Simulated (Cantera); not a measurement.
Cantera with NASA thermochemical tables; ideal gases at 1 bar, condensed phases pure. Values are per mole of reaction as written; species without (g) are pure solids or liquids, kept so even where they would boil at 1 bar.

2 C + 3 PbF2 = 3 Pb(g) + 2 CF3(g)

```json
[
 {"T (K)": "1225", "ΔH° (kJ)": "1511.2", "ΔS° (J/K)": "493.0", "ΔG° (kJ)": "907.3", "log10 K": "-38.69"},
 {"T (K)": "1300", "ΔH° (kJ)": "1499.7", "ΔS° (J/K)": "483.9", "ΔG° (kJ)": "870.7", "log10 K": "-34.98"},
 {"T (K)": "1375", "ΔH° (kJ)": "1488.2", "ΔS° (J/K)": "475.3", "ΔG° (kJ)": "834.7", "log10 K": "-31.71"},
 {"T (K)": "1450", "ΔH° (kJ)": "1476.8", "ΔS° (J/K)": "467.2", "ΔG° (kJ)": "799.4", "log10 K": "-28.80"},
 {"T (K)": "1525", "ΔH° (kJ)": "…", "ΔS° (J/K)": "…", "ΔG° (kJ)": "…", "log10 K": "…"},
 {"T (K)": "1600", "ΔH° (kJ)": "…", "ΔS° (J/K)": "…", "ΔG° (kJ)": "…", "log10 K": "…"},
 {"T (K)": "1675", "ΔH° (kJ)": "…", "ΔS° (J/K)": "…", "ΔG° (kJ)": "…", "log10 K": "…"},
 {"T (K)": "1750", "ΔH° (kJ)": "1432.2", "ΔS° (J/K)": "439.2", "ΔG° (kJ)": "663.6", "log10 K": "-19.81"}
]
```

Problem. What belongs in the gaps?

Solution. 
- 1525, ΔH° (kJ): 1465.5
- 1525, ΔS° (J/K): 459.6
- 1525, ΔG° (kJ): 764.6
- 1525, log10 K: -26.19
- 1600, ΔH° (kJ): 1454.3
- 1600, ΔS° (J/K): 452.4
- 1600, ΔG° (kJ): 730.4
- 1600, log10 K: -23.85
- 1675, ΔH° (kJ): 1443.2
- 1675, ΔS° (J/K): 445.6
- 1675, ΔG° (kJ): 696.7
- 1675, log10 K: -21.73
